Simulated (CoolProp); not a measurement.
Properties of CH3F (R41) at several states.

The numbers come from the reference Helmholtz-energy equation of state, Lemmon 2006 in CoolProp. It is a short technical equation, of lower accuracy than the large ones.

```csv
T (K),p (kPa),phase,speed of sound (m/s),Joule-Thomson coefficient (K/MPa)
422.8,237,gas,354.0,6.805
303.3,2280,gas,271.1,16.05
352,30.1,gas,[?],[?]
335.6,9810,supercritical,292.1,[?]
356.4,67.2,gas,[?],10.87
274.4,1930,gas,247.4,21.08
```

### Question
Complete the blanks.

### Answer

- 352, speed of sound (m/s): 328.4
- 352, Joule-Thomson coefficient (K/MPa): 11.25
- 335.6, Joule-Thomson coefficient (K/MPa): 3.085
- 356.4, speed of sound (m/s): 329.8
